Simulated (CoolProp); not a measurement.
Properties of R245ca along the isobar 4440 kPa.

The numbers come from the reference Helmholtz-energy equation of state, Zhou 2016 in CoolProp.

```csv
T (°C),phase,Z,cp (kJ/(kg K)),speed of sound (m/s),Joule-Thomson coefficient (K/MPa)
72.05,liquid,0.1623,…,579.7,-0.1378
83.65,liquid,0.1612,1.473,535.8,-0.09224
95.35,liquid,0.1606,1.502,491.5,-0.03430
106.95,liquid,0.1606,1.535,447.2,0.04030
118.65,liquid,0.1613,1.576,…,0.1421
130.25,liquid,0.1631,…,355.5,0.2862
141.95,liquid,0.1663,1.706,306.3,0.5111
153.55,liquid,0.1720,1.829,253.6,0.9010
165.25,liquid,0.1830,…,193.1,1.763
176.85,supercritical,0.2152,3.387,117.6,5.089
```

Question: Complete the blanks.

Answer: 
- 72.05, cp (kJ/(kg K)): 1.448
- 118.65, speed of sound (m/s): 401.9
- 130.25, cp (kJ/(kg K)): 1.629
- 165.25, cp (kJ/(kg K)): 2.096
